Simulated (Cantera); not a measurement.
## Ignition delay

Mixture: 5.66 % CH4, 23.6 % O2, 70.7 % N2, equivalence ratio 0.48, at 190000 Pa, adiabatic and at constant pressure. Ignition delay is the time to a rise of 400 K.

Cantera simulation using GRI-Mech 3.0 (53 species, 325 reactions); the numbers are that mechanism's predictions, not measurements.

| T0 (K) | delay (ms) |
|---|---|
| 1148 | 30.6 |
| 1223 | 10.7 |
| 1298 | 4.07 |
| 1373 | 1.69 |
| 1448 | 0.767 |
| 1523 | 0.380 |
| 1598 | 0.205 |
| 1673 | 0.119 |
| 1748 | 0.0729 |

```json
{
 "apparent activation energy between 1598 and 1748 K": "160 kJ/mol"
}
```
